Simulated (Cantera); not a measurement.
**Reactions in the system C-Cu-F**

Standard-state values (1 bar) from the NASA 1993 polynomials, evaluated with Cantera. Values are per mole of reaction as written; species without (g) are pure solids or liquids, kept so even where they would boil at 1 bar.

2 CuF2(g) + C → 2 Cu + CF4(g)

```json
[
 {"T (K)": "625", "ΔH° (kJ)": "-395.9", "ΔS° (J/K)": "-205.0", "ΔG° (kJ)": "-267.8", "log10 K": "22.38"},
 {"T (K)": "700", "ΔH° (kJ)": "-394.8", "ΔS° (J/K)": "-203.3", "ΔG° (kJ)": "-252.4", "log10 K": "18.84"},
 {"T (K)": "775", "ΔH° (kJ)": "-393.5", "ΔS° (J/K)": "-201.7", "ΔG° (kJ)": "-237.2", "log10 K": "15.99"},
 {"T (K)": "850", "ΔH° (kJ)": "-392.2", "ΔS° (J/K)": "-200.0", "ΔG° (kJ)": "-222.2", "log10 K": "13.65"},
 {"T (K)": "925", "ΔH° (kJ)": "-390.8", "ΔS° (J/K)": "-198.4", "ΔG° (kJ)": "-207.2", "log10 K": "11.70"},
 {"T (K)": "1000", "ΔH° (kJ)": "-389.3", "ΔS° (J/K)": "-196.9", "ΔG° (kJ)": "-192.4", "log10 K": "10.05"},
 {"T (K)": "1075", "ΔH° (kJ)": "-387.6", "ΔS° (J/K)": "-195.3", "ΔG° (kJ)": "-177.7", "log10 K": "8.63"}
]
```

CuF2(g) + CF2(g) → CF4(g) + Cu

```csv
T (K),ΔH° (kJ),ΔS° (J/K),ΔG° (kJ),log10 K
625,-482.5,-210.0,-351.2,29.35
700,-481.6,-208.8,-335.5,25.03
775,-480.7,-207.5,-319.9,21.56
850,-479.7,-206.2,-304.4,18.70
925,-478.5,-205.0,-288.9,16.32
1000,-477.3,-203.7,-273.6,14.29
1075,-476.1,-202.5,-258.4,12.56
```
